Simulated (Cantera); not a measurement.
Ammonia decomposition in nitride growth gas

An isothermal, constant-pressure homogeneous reactor starts with 5.05 % NH3, 85.9 % H2, 9.09 % N2, at 1975 K and 0.0434 atm.

Model: the gas-phase N/H chemistry of the illustrative SiF4/NH3 mechanism in the Surface Chemkin manual (1991), integrated in Cantera. Walls and surfaces, which speed up NH3 decomposition in real reactors, are not modelled.

```tsv
t (s)	x NH3	x H2	x NH2	x N2	x N
4.00e-5	0.0505	0.859	2.71e-7	0.0909	<1e-12
0.000194	0.0505	0.859	1.18e-6	0.0909	<1e-12
0.000943	0.0505	0.859	5.58e-6	0.0909	3.11e-11
0.00458	0.0505	0.858	2.69e-5	0.0909	3.59e-9
0.0222	0.0503	0.858	0.000118	0.0909	3.02e-7
0.108	0.0467	0.860	0.000161	0.0923	8.81e-7
0.524	0.0319	0.869	0.000125	0.0980	8.92e-7
2.54	0.00410	0.884	3.40e-5	0.109	1.11e-6
12.4	2.05e-5	0.884	4.13e-7	0.110	7.98e-8
60.0	2.95e-6	0.884	5.95e-8	0.110	1.15e-8
```
x: mole fraction; the columns are a selection and need not sum to one.

Equilibrium at this temperature and pressure: NH3 2.53e-7, H2 0.884, NH2 5.10e-9, N2 0.110, N 9.87e-10 (gas phase only).
